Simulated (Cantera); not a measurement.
A perfectly stirred reactor is fed with C2H6 : N2 = 1 : 95 (molar parts), at 100.0 Torr; it is held at 1125 K, and followed from long to short residence time.

Model: GRI-Mech 3.0 (53 species, 325 reactions), integrated in Cantera. GRI-Mech 3.0 stops at C3 and has no aromatics, soot or wall deposition, so with more carbon than oxygen in the feed, carbon stays in small species such as C2H2 where larger ones or solid carbon would form.

x: mole fraction; the columns are a selection and need not sum to one.

```csv
τ (s),x C2H6,x CH3,x C2H4,x CH2,x H
1.5,0.00159,2.76e-6,0.00545,1.03e-10,1.03e-6
0.34,0.00481,5.28e-6,0.00470,2.44e-10,9.33e-7
0.078,0.00861,6.96e-6,0.00167,3.09e-10,7.13e-7
0.018,0.0101,5.81e-6,0.000345,2.07e-10,5.30e-7
0.0040,0.0104,2.46e-6,3.20e-5,3.61e-11,2.14e-7
0.00092,0.0104,…,…,1.54e-12,…
0.00021,0.0104,…,…,<1e-12,…
```

Problem. Some entries are withheld; supply them.

Solution. 
- 0.00092, x CH3: 7.75e-7
- 0.00092, x C2H4: 8.11e-7
- 0.00092, x H: 2.32e-8
- 0.00021, x CH3: 1.99e-7
- 0.00021, x C2H4: 1.13e-8
- 0.00021, x H: 1.30e-9
